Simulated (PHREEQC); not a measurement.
Consider water at 25 °C with 1.2 mol/kgw KCl and 1.5 mol/kgw Na2SO4. Closed to the air; pH follows from the charge balance.

Model: Pitzer model, pitzer.dat, run in PHREEQC.

Each row changes one thing in this solution. No solid was allowed to form.

```csv
case,HSO4- (mol/kgw),SI of Glaserite (NaK3(SO4)2),SI of Arcanite (K2SO4)
as made,3.43e-7,+0.03,-0.25
KCl from 1.2 to 0.12 mol/kgw,3.46e-7,-2.93,-2.22
temperature from 25 to 5 °C,9.34e-8,+0.02,-0.08
KCl from 1.2 to 1.32 mol/kgw,3.42e-7,+0.15,-0.17
Na2SO4 from 1.5 to 0.75 mol/kgw,2.65e-7,-0.33,-0.26
```

Some of these states are supersaturated (in Mirabilite, Glaserite, for instance). Away from 25 °C the constants follow the database's enthalpies or fits; those with neither stay at their 25 °C values.
